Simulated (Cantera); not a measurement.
Input: 1 mol Nb, 7.7 mol H2O, 16 mol H2, at 1400 °C and 10.0 mbar.

These are equilibrium values from Cantera (NASA tables, ideal gas, pure condensed phases), not measurements of a reactor. Candidate condensed phases: H2O, Nb, NbO, NbO2, Nb2O5; 12 gas species. Condensed phases not in the tables: the oxides between NbO2 and Nb2O5. Equilibrium is a limit: real reactors are often held back by kinetics, nucleation or transport.

Base state: H2 0.780, H2O 0.219, H 0.00101, OH 1.36e-5 (mole fractions); condensed: Nb2O5(s).

Problem. What changes in the equilibrium state with this change: temperature from 1400 °C to 1000 °C?

Solution. 
```json
[
 {"species": "H2", "before": "0.780", "after": "0.781"},
 {"species": "H2O", "before": "0.219", "after": "0.219"},
 {"species": "H", "before": "0.00101", "after": "6.30e-6"},
 {"species": "OH", "before": "1.36e-5", "after": "2.04e-8"},
 {"species": "Nb2O5(s), mol", "before": "0.500", "after": "0.500"}
]
```
